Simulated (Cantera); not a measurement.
Thermodynamics of silicon oxide and oxynitride deposition, feed SiCl4 + H2O

A closed system holds: 1 mol SiCl4, 8.1 mol H2O, equilibrated at 140 Pa.

These are equilibrium values from Cantera (NASA tables, ideal gas, pure condensed phases), not measurements of a reactor. Candidate condensed phases: H2O, Si, SiO2; 30 gas species. The tables hold silica as quartz up to 1696 K and as liquid above; real silica turns to tridymite and cristobalite and melts near 1996 K. Equilibrium is a limit: real reactors are often held back by kinetics, nucleation or transport.

From 800 °C to 1200 °C the condensed part is SiO2(β-quartz).

| T (°C) | x H2O | x HCl | x Cl | x H2 | x O2 | x OH | x H | n SiO2(β-quartz) |
|---|---|---|---|---|---|---|---|---|
| 800 | 0.604 | 0.396 | 3.17e-5 | 1.79e-5 | 3.60e-7 | 2.00e-7 | 1.58e-9 | 1.00 |
| 850 | 0.604 | 0.396 | 6.60e-5 | 3.68e-5 | 1.01e-6 | 5.83e-7 | 6.91e-9 | 1.00 |
| 900 | 0.604 | 0.396 | 0.000129 | 7.20e-5 | 2.57e-6 | 1.55e-6 | 2.67e-8 | 1.00 |
| 950 | 0.604 | 0.396 | 0.000236 | 0.000134 | 5.97e-6 | 3.77e-6 | 9.31e-8 | 1.00 |
| 1000 | 0.604 | 0.396 | 0.000414 | 0.000239 | 1.29e-5 | 8.57e-6 | 2.95e-7 | 1.00 |
| 1050 | 0.604 | 0.395 | 0.000693 | 0.000410 | 2.60e-5 | 1.83e-5 | 8.59e-7 | 1.00 |
| 1100 | 0.603 | 0.395 | 0.00112 | 0.000679 | 4.96e-5 | 3.68e-5 | 2.32e-6 | 1.00 |
| 1150 | 0.603 | 0.394 | 0.00174 | 0.00109 | 9.01e-5 | 7.05e-5 | 5.85e-6 | 1.00 |
| 1200 | 0.603 | 0.393 | 0.00262 | 0.00169 | 0.000156 | 0.000129 | 1.39e-5 | 1.00 |
x: gas mole fraction; n: condensed amount in mol.
